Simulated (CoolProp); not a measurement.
Isohexane along the isotherm 550 K: density (kg/m³) from the reference equation and from simpler models built on Tc = 497.7 K, pc = 3043 kPa, ω = 0.280; each cubic takes its own stable root.

Values from CoolProp's reference Helmholtz-energy equation of state, Lemmon 2006. It is a short technical equation, of lower accuracy than the large ones.

```tsv
p (kPa)	phase	reference	Redlich-Kwong	Soave-Redlich-Kwong	Peng-Robinson
24.1	gas	0.4550	0.4551	0.4550	0.4551
42.8	gas	0.8093	0.8095	0.8093	0.8097
76.1	gas	1.443	1.443	1.443	1.444
135	gas	2.572	2.573	2.572	2.575
241	gas	4.632	4.636	4.630	4.643
428	gas	8.359	8.371	8.352	8.393
761	gas	___	___	15.28	15.42
1350	gas	28.79	28.92	28.66	29.13
2410	gas	58.39	58.90	___	59.32
4280	supercritical	145.3	151.5	136.5	144.2
7610	supercritical	334.1	306.8	286.2	310.8
```

Complete the blanks.


- 761, reference: 15.31
- 761, Redlich-Kwong: 15.35
- 2410, Soave-Redlich-Kwong: 57.54
